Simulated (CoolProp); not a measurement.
Vapour-liquid equilibrium of methane (1) + ethane (2) at -115.25 °C; x and y are mole fractions of (1).

Values from CoolProp's multi-fluid Helmholtz-energy mixture model, Setzmann 1991 and Bücker 2006; pair parameters Kunz 2012.

Give the bubble pressure and the first vapour's composition at x = 0.05, 0.5, 0.8. Is there an azeotrope?

x = 0.05: 1.035 bar, y = 0.826; x = 0.5: 7.582 bar, y = 0.982; x = 0.8: 11.46 bar, y = 0.993. No azeotrope shows between x = 0.05 and 0.95.

The pair parameters rest on a limited set of measurements; away from them the model extrapolates. The gap from Raoult's law changes sign with composition, which may be real or a fault of the pair parameters; it wasn't checked against measurements.
